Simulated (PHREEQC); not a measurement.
A solution holds 37 mmol/kgw Pb(NO3)2, at 25 °C. It is in equilibrium with CO2 at log p = -3.4 (atm). Otherwise closed; pH follows from the charge balance.

The numbers come from PHREEQC with the ion-association model, phreeqc.dat.

Precipitation was switched off in this run.

Problem. Order these C species by the share of C that they hold, largest first: CO2, HCO3-, PbHCO3+, PbCO3.

Solution. CO2 (82 %), PbHCO3+ (16 %), HCO3- (1.9 %), PbCO3 (0.50 %)

The pH is 4.60 and the ionic strength 0.0918 mol/kgw.
